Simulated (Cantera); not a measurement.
A Cantera script and what it prints.

```python
import numpy as np
import cantera as ct

gas_names = """
    CL CLF CLF3 CLO CL2 F FO FO2 F2 F2O H HCL HF HOCL HOF HO2 H2 H2F2 H2O H2O2 H3F3 H4F4 H5F5 H6F6 H7F7
    O OH O2 O3 Si SiCL SiCL2 SiCL3 SiCL4 SiF SiF2 SiF3 SiF4 SiH SiHCL3 SiHF3 SiH2 SiH2CL2 SiH2F2 SiH3
    SiH3CL SiH3F SiH4 SiO SiO2 Si2 Si3
""".split()
cond_names = """
    H2O(s) H2O(L) Si(cr) Si(L) SiO2(Lqz) SiO2(hqz) SiO2(L)
""".split()


def load(file, names, dense=False):
    # The tables refer to 1 bar. Condensed volumes are neglected.
    table = {s.name: s for s in ct.Species.list_from_file(file)}
    out = []
    for n in names:
        d = dict(table[n].input_data)
        d["thermo"] = dict(d["thermo"], **{"reference-pressure": 1e5})
        if dense:
            d["equation-of-state"] = {"model": "constant-volume", "density": "1e6 g/cm^3"}
        out.append(ct.Species.from_dict(d))
    return out


gas = ct.Solution(thermo="ideal-gas", species=load("nasa_gas.yaml", gas_names))
cond = {s.name: ct.Solution(thermo="fixed-stoichiometry", species=[s], name=s.name)
        for s in load("nasa_condensed.yaml", cond_names, dense=True)}
atoms = {
    'SiO2': {'Si': 1, 'O': 2},
    'HF': {'H': 1, 'F': 1},
    'H2': {'H': 2},
    'SiCl4': {'Si': 1, 'CL': 4},
}
top_T = {}  # K; cautious upper limits of use, not melting points


def equilibrate(T, P, feed):
    n = {}
    for name, mol in feed.items():
        for a, k in atoms[name].items():
            n[a] = n.get(a, 0.0) + k * mol
    gas.TPX = T, P, n
    mass = sum(n.values()) * gas.mean_molecular_weight
    gas.equilibrate("TP")
    valid = [c for c in cond.values() if c.min_temp <= T <= top_T.get(c.name, c.max_temp)]
    mix = ct.Mixture([(gas, mass / gas.mean_molecular_weight)] + [(c, 0.0) for c in valid])
    mix.T, mix.P = T, P
    mix.equilibrate("TP", solver="vcs", rtol=1e-11, max_steps=5000)
    return mix


results = []
feed = {'SiO2': 1, 'HF': 1.3, 'H2': 16, 'SiCl4': 2.7}  # mol
P = 2700  # Pa
for T in [700, 850, 1000, 1150, 1300, 1450, 1600, 1750]:
    mix = equilibrate(T, P, feed)
    results.append((T, P, feed, dict(zip(mix.species_names, mix.species_moles))))
    x = sorted(zip(gas.X, gas.species_names), reverse=True)
    print(f"T = {T:g} K  P = {P:g} Pa  gas = {mix.phase_moles(0):.4g} mol")
    print("   x: " + "  ".join(f"{s} {v:.3e}" for v, s in x if v > 1e-05))
    print("   condensed (mol): " + ("  ".join(f"{mix.phase(i).name} {mix.phase_moles(i):.4g}"
          for i in range(1, mix.n_phases) if mix.phase_moles(i) > 1e-12) or "none"))
```

Output:

```
T = 700 K  P = 2700 Pa  gas = 20 mol
   x: H2 7.997e-01  SiCL4 1.185e-01  HCL 6.531e-02  SiF4 1.624e-02  SiHCL3 2.965e-04  SiHF3 1.255e-05
   condensed (mol): SiO2(Lqz) 1
T = 850 K  P = 2700 Pa  gas = 20 mol
   x: H2 7.975e-01  SiCL4 1.164e-01  HCL 6.744e-02  SiF4 1.615e-02  SiHCL3 2.284e-03  SiHF3 1.307e-04  SiCL3 2.786e-05  HF 1.169e-05
   condensed (mol): SiO2(hqz) 1
T = 1000 K  P = 2700 Pa  gas = 20.01 mol
   x: H2 7.899e-01  SiCL4 1.092e-01  HCL 7.514e-02  SiF4 1.576e-02  SiHCL3 8.090e-03  SiCL3 9.637e-04  SiHF3 5.850e-04  SiCL2 2.060e-04  SiH2CL2 6.464e-05  HF 4.596e-05  SiF3 2.494e-05  SiH2F2 1.150e-05
   condensed (mol): SiO2(hqz) 1
T = 1150 K  P = 2700 Pa  gas = 20.26 mol
   x: H2 7.620e-01  HCL 1.046e-01  SiCL4 8.678e-02  SiF4 1.480e-02  SiHCL3 1.283e-02  SiCL2 8.674e-03  SiCL3 8.296e-03  SiHF3 1.223e-03  SiF3 3.319e-04  SiH2CL2 2.382e-04  HF 1.680e-04  SiH2F2 5.043e-05
   condensed (mol): SiO2(hqz) 1
T = 1300 K  P = 2700 Pa  gas = 21.16 mol
   x: H2 6.921e-01  HCL 1.795e-01  SiCL2 4.503e-02  SiCL4 4.136e-02  SiCL3 1.771e-02  SiF4 1.309e-02  SiHCL3 7.265e-03  SiF3 1.432e-03  SiHF3 1.236e-03  HF 6.833e-04  SiH2CL2 1.800e-04  SiO 1.698e-04  SiF2 1.335e-04  SiH2F2 5.566e-05
   condensed (mol): SiO2(hqz) 0.9982
T = 1450 K  P = 2700 Pa  gas = 22.09 mol
   x: H2 6.281e-01  HCL 2.455e-01  SiCL2 7.938e-02  SiCL3 1.404e-02  SiF4 1.032e-02  SiCL4 9.076e-03  SiO 3.872e-03  SiF3 3.582e-03  HF 2.253e-03  SiHCL3 2.002e-03  SiHF3 9.739e-04  SiF2 7.748e-04  SiH2CL2 6.836e-05  H 4.561e-05  SiH2F2 4.232e-05  CL 1.452e-05…
   condensed (mol): SiO2(hqz) 0.9572
T = 1600 K  P = 2700 Pa  gas = 23.27 mol
   x: H2 5.656e-01  HCL 2.922e-01  SiCL2 7.298e-02  SiO 3.947e-02  SiF4 6.621e-03  SiCL3 6.360e-03  HF 6.069e-03  SiF3 5.621e-03  SiF2 2.304e-03  SiCL4 1.365e-03  SiHF3 5.934e-04  SiHCL3 3.815e-04  H 2.488e-04  CL 1.017e-04  SiH2F2 2.380e-05  SiH2CL2 1.780e-05  H2O 1.362e-05  SiCL 1.061e-05
   condensed (mol): SiO2(hqz) 0.5406
T = 1750 K  P = 2700 Pa  gas = 24.52 mol
   x: H2 5.089e-01  HCL 3.256e-01  SiO 8.154e-02  SiCL2 5.281e-02  HF 1.307e-02  SiF3 5.910e-03  SiF2 4.269e-03  SiF4 3.196e-03  SiCL3 2.508e-03  H 1.010e-03  CL 4.984e-04  SiHF3 2.836e-04  SiCL4 2.116e-04  SiHCL3 7.312e-05  SiCL 3.736e-05  H2O 2.147e-05  SiF 2.041e-05  SiH2F2 1.100e-05
   condensed (mol): none
```

Method: chemical equilibrium by Gibbs-energy minimisation in Cantera with the NASA 1993 tables (ideal gas, pure condensed phases). The tables' values for SiCl3, SiF3, SiF2, SiCl, SiF are old estimates; treat these amounts as uncertain. The tables hold silica as quartz up to 1696 K and as liquid above; real silica turns to tridymite and cristobalite and melts near 1996 K.
